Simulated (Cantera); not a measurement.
Input: 1 mol CS2, 0.02 mol O2, 0.059 mol H2, equilibrated at 1302 °C and 3.20 bar.

Cantera equilibrium calculation (NASA polynomials, part measured and part estimated; ideal gas, pure solids and liquids). The numbers say what is thermodynamically allowed, not how fast it happens.

| species | before | after |
|---|---|---|
| CS2 | 0.756 | 0.754 |
| S2 | 0.151 | 0.151 |
| H2 | 0.0194 | 0.0389 |
| H2S | 0.0347 | 0.0142 |
| CS | 0.000773 | 0.00378 |
| CO | 0.0349 | 0.0361 |
| H | 3.24e-6 | 2.25e-5 |
| S | 2.03e-5 | 9.92e-5 |
| COS | 0.00210 | 0.000443 |
| SH | 0.00116 | 0.00165 |
| C(graphite), mol | 0.143 | 0.132 |
Gas species are given as mole fractions.

Question: What was changed between the two runs?
A. temperature from 1302 °C to 3200 °C
B. pressure from 3.20 bar to 1.00 bar
C. pressure from 3.20 bar to 1 atm
D. pressure from 3.20 bar to 0.133 bar

Answer: D, pressure from 3.20 bar to 0.133 bar
